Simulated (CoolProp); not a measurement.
The fluid at 298.15 K and 1.74 MPa is throttled through a valve to 0.716 MPa with no heat exchange. The same conditions are run with several fluids, on thermodynamics alone (safety and materials aside).

The numbers come from the reference Helmholtz-energy equation of state of each fluid (R1336mzz(Z): McLinden 2020; n-nonane: Lemmon 2006; C3F8 (R218): Lemmon 2006; neopentane: Lemmon 2006; R123: Younglove 1994) in CoolProp.

```csv
fluid,temperature change (K),final phase,final density (kg/m³)
R1336mzz(Z),+0.3,liquid,1370
n-nonane,+0.4,liquid,714
C3F8 (R218),-7.0,"two-phase, vapour fraction 0.097",487
neopentane,+0.3,liquid,585
R123,+0.3,liquid,1460
```
